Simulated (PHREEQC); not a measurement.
Consider water at 25 °C with 0.26 mol/kgw NaHCO3, 5.9e-05 mol/kgw Na2CO3 and 0.26 mol/kgw NaCl. Closed to the air; pH follows from the charge balance.

Model: ion-association model, phreeqc.dat, run in PHREEQC.

Q: The ionic strength comes out as 0.491 mol/kgw. What activity coefficients do CO3-2, NaCO3-, HCO3-, Na+, Cl- get?

A: CO3-2 0.23, NaCO3- 0.73, HCO3- 0.69, Na+ 0.72, Cl- 0.65.

This is a speciation only: nothing precipitates in the calculation.
